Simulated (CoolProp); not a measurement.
Vapour-liquid equilibrium of toluene (1) + n-nonane (2) at 429 kPa; x and y are mole fractions of (1).

The numbers come from the multi-fluid Helmholtz-energy mixture model, Lemmon 2006 and Lemmon 2006; pair parameters Bell 2016 in CoolProp.

```
x     bubble temperature (K)  y at the bubble point  dew temperature at overall composition x (K)  liquid density (mol/L)
----  ----------------------  ---------------------  --------------------------------------------  ----------------------
0.05                   484.5                  0.105                                         486.5                   4.358
0.15                   477.5                  0.286                                         482.8                   4.610
0.25                   471.3                  0.432                                         479.0                   4.876
0.35                   465.9                  0.550                                         474.9                   5.159
0.45                   461.3                  0.646                                         470.5                   5.461
0.55                   457.2                  0.726                                         465.9                   5.789
0.65                   453.7                  0.796                                         461.1                   6.147
0.75                   450.5                  0.858                                         456.0                   6.542
0.85                   447.6                  0.916                                         450.9                   6.980
0.95                   445.0                  0.972                                         446.0                   7.472
```

No azeotrope shows between x = 0.05 and 0.95.

The pair parameters rest on a limited set of measurements; away from them the model extrapolates.
